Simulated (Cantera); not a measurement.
A perfectly stirred reactor is fed with C2H6 : N2 : H2O = 1 : 140 : 0.51 (molar parts), at 0.00860 bar; it is held at 1800 K, and followed from long to short residence time.

Model: GRI-Mech 3.0 (53 species, 325 reactions), integrated in Cantera. GRI-Mech 3.0 stops at C3 and has no aromatics, soot or wall deposition, so with more carbon than oxygen in the feed, carbon stays in small species such as C2H2 where larger ones or solid carbon would form. Radical loss at walls, strong at low pressure, is not modelled.

### Question
Predict: x(C2H6) at τ = 0.660 s; x(H2) at τ = 0.660 s; x(HCN) at τ = 0.660 s; x(H) at τ = 0.660 s; x(C2H2) at τ = 0.660 s; x(C2H6) at τ = 17.0 ms; x(H2) at τ = 17.0 ms; x(HCN) at τ = 17.0 ms; x(H) at τ = 17.0 ms; x(C2H2) at τ = 17.0 ms.

### Answer
```
Item                      Result
----------------------  --------
x(C2H6) at τ = 0.660 s   5.72e-6
x(H2) at τ = 0.660 s      0.0141
x(HCN) at τ = 0.660 s   0.000305
x(H) at τ = 0.660 s     0.000382
x(C2H2) at τ = 0.660 s   0.00595
x(C2H6) at τ = 17.0 ms  0.000185
x(H2) at τ = 17.0 ms     0.00971
x(HCN) at τ = 17.0 ms    6.48e-5
x(H) at τ = 17.0 ms     0.000622
x(C2H2) at τ = 17.0 ms   0.00458
```
